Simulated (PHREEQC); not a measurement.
Solution (25 °C): 0.019 mol/kgw HBr and 0.11 mol/kgw NaCl. It is in equilibrium with CO2 at log p = -3.4 (atm). Otherwise closed; pH follows from the charge balance.

Model: ion-association model, wateq4f.dat, run in PHREEQC.

Each row changes one thing in this solution. Precipitation was switched off in this run.

```tsv
case	pH	HCO3- (mol/kgw)	SI of Halite (NaCl)	SI of Nahcolite (NaHCO3)
as made	1.81	5.01e-10	-3.74	-9.94
HBr from 0.019 to 0.19 mol/kgw	0.83	5.56e-11	-3.81	-10.95
temperature from 25 to 90 °C	1.82	1.68e-10	-3.90	-10.93
temperature from 25 to 15 °C	1.81	5.72e-10	-3.71	-9.78
diluted 10-fold with water	2.77	3.92e-9	-5.60	-9.92
HBr replaced by ZnBr2 at the same molality	5.26	1.44e-6	-3.77	-6.50
```

Away from 25 °C the constants follow the database's enthalpies or fits; those with neither stay at their 25 °C values.
